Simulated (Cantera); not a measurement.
**Stirred combustor or abatement burner**

A perfectly stirred reactor is fed with 5.18 % CH4, 18.2 % O2, 68.4 % N2, 8.29 % H2, equivalence ratio 0.80, at 1.50 bar; it is adiabatic with a 600 K inlet, and is followed from long to short residence time, starting on the burning branch (τ in s: 0.14, 0.063, 0.028, 0.012, 0.0053, 0.0023, 0.001, 0.00045, 0.00019, 8.5e-05, 3.7e-05, 1.6e-05, 7.2e-06).

Model: GRI-Mech 3.0 (53 species, 325 reactions), integrated in Cantera.

```json
[
 {"τ (s)": "0.14", "T (K)": "2249", "x CH4": "7.69e-7", "x O2": "0.0369", "x HCO": "5.86e-9", "x OH": "0.00502", "x H": "0.000235", "x CO2": "0.0519", "x HCN": "6.56e-8"},
 {"τ (s)": "0.063", "T (K)": "2249", "x CH4": "1.63e-6", "x O2": "0.0374", "x HCO": "1.29e-8", "x OH": "0.00519", "x H": "0.000257", "x CO2": "0.0517", "x HCN": "9.16e-8"},
 {"τ (s)": "0.028", "T (K)": "2246", "x CH4": "3.41e-6", "x O2": "0.0379", "x HCO": "2.91e-8", "x OH": "0.00547", "x H": "0.000304", "x CO2": "0.0514", "x HCN": "1.13e-7"},
 {"τ (s)": "0.012", "T (K)": "2237", "x CH4": "6.99e-6", "x O2": "0.0385", "x HCO": "6.83e-8", "x OH": "0.00600", "x H": "0.000415", "x CO2": "0.0508", "x HCN": "1.31e-7"},
 {"τ (s)": "0.0053", "T (K)": "2219", "x CH4": "1.31e-5", "x O2": "0.0391", "x HCO": "1.56e-7", "x OH": "0.00683", "x H": "0.000656", "x CO2": "0.0498", "x HCN": "1.49e-7"},
 {"τ (s)": "0.0023", "T (K)": "2187", "x CH4": "2.35e-5", "x O2": "0.0400", "x HCO": "3.61e-7", "x OH": "0.00802", "x H": "0.00118", "x CO2": "0.0480", "x HCN": "1.69e-7"},
 {"τ (s)": "0.0010", "T (K)": "2140", "x CH4": "4.18e-5", "x O2": "0.0415", "x HCO": "8.26e-7", "x OH": "0.00935", "x H": "0.00221", "x CO2": "0.0454", "x HCN": "1.98e-7"},
 {"τ (s)": "0.00045", "T (K)": "2078", "x CH4": "7.45e-5", "x O2": "0.0434", "x HCO": "1.79e-6", "x OH": "0.0105", "x H": "0.00390", "x CO2": "0.0425", "x HCN": "2.37e-7"},
 {"τ (s)": "0.00019", "T (K)": "1994", "x CH4": "0.000147", "x O2": "0.0461", "x HCO": "4.05e-6", "x OH": "0.0113", "x H": "0.00671", "x CO2": "0.0386", "x HCN": "2.95e-7"},
 {"τ (s)": "8.5e-5", "T (K)": "1901", "x CH4": "0.000305", "x O2": "0.0498", "x HCO": "8.54e-6", "x OH": "0.0112", "x H": "0.0101", "x CO2": "0.0342", "x HCN": "3.72e-7"},
 {"τ (s)": "3.7e-5", "T (K)": "1792", "x CH4": "0.000752", "x O2": "0.0559", "x HCO": "1.86e-5", "x OH": "0.0102", "x H": "0.0133", "x CO2": "0.0276", "x HCN": "5.00e-7"},
 {"τ (s)": "1.6e-5", "T (K)": "1644", "x CH4": "0.00296", "x O2": "0.0718", "x HCO": "4.45e-5", "x OH": "0.00675", "x H": "0.0123", "x CO2": "0.0157", "x HCN": "7.85e-7"},
 {"τ (s)": "7.2e-6", "T (K)": "600", "x CH4": "0.0518", "x O2": "0.182", "x HCO": "<1e-12", "x OH": "<1e-12", "x H": "<1e-12", "x CO2": "<1e-12", "x HCN": "<1e-12"}
]
```
x: mole fraction; the columns are a selection and need not sum to one.
